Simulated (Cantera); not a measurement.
Feed: 1 mol SiH₂Cl₂, 0.27 mol O₂, 2.6 mol N₂, held at 0.390 bar.

These are equilibrium values from Cantera (NASA tables, ideal gas, pure condensed phases), not measurements of a reactor. Candidate condensed phases: H₂O, NH₄Cl, Si, SiO₂, Si₂N₂O, Si₃N₄; 47 gas species. N₂ is the only nitrogen source here; it is nearly inert below about 1500 K, so the nitride shown seldom forms there in practice. Mutual solubility and eutectic melting of coexisting phases are not modelled. The tables' values for SiCl₃, SiCl are old estimates; treat these amounts as uncertain. The tables hold silica as quartz up to 1696 K and as liquid above; real silica turns to tridymite and cristobalite and melts near 1996 K. Kinetics and transport are ignored.

x: gas mole fraction; n: condensed amount in mol.

```
T (°C)   x N₂  x HCl    x H₂     x SiO   x SiCl₂  x SiCl₄   x SiCl₃  n SiO₂(α-quartz)  n Si₂N₂O(s)  n SiO₂(β-quartz)  n SiO₂(condensed)
------  -----  -----  ------  --------  --------  -------  --------  ----------------  -----------  ----------------  -----------------
550     0.521  0.451  0.0183    <1e-12    <1e-12  0.00914   5.75e-9            0.0392        0.462                 0                  0
650     0.523  0.443  0.0223    <1e-12  5.88e-11   0.0112   1.28e-7                 0        0.456            0.0419                  0
750     0.525  0.436  0.0262    <1e-12   3.79e-9   0.0131   1.53e-6                 0        0.451            0.0446                  0
850     0.526  0.429  0.0299  1.20e-11   1.15e-7   0.0149   1.17e-5                 0        0.446            0.0471                  0
950     0.528  0.422  0.0333   1.02e-9   1.96e-6   0.0166   6.39e-5                 0        0.441            0.0494                  0
1050    0.529  0.416  0.0366   4.38e-8   2.15e-5   0.0180  0.000266                 0        0.436            0.0517                  0
1150    0.530  0.409       …         …         …   0.0191  0.000894                 0        0.431            0.0542                  0
1250    0.532  0.402  0.0432   1.77e-5  0.000949   0.0192   0.00247                 0        0.424            0.0577                  0
1350    0.533  0.391  0.0478  0.000201   0.00414   0.0174   0.00556                 0        0.411            0.0639                  0
1450    0.534  0.372       …         …         …        …   0.00974                 0        0.382                 0                  …
1550    0.534  0.335  0.0662    0.0113    0.0331  0.00706    0.0123                 0        0.320                 0             0.0857
1650    0.519  0.269  0.0786    0.0615    0.0574  0.00249    0.0105                 0        0.170                 0             0.0408
```

Problem. Fill in the missing entries.

Solution. 
- 1150, x H₂: 0.0398
- 1150, x SiO: 1.09e-6
- 1150, x SiCl₂: 0.000166
- 1450, x H₂: 0.0549
- 1450, x SiO: 0.00171
- 1450, x SiCl₂: 0.0137
- 1450, x SiCl₄: 0.0130
- 1450, n SiO₂(condensed): 0.0752
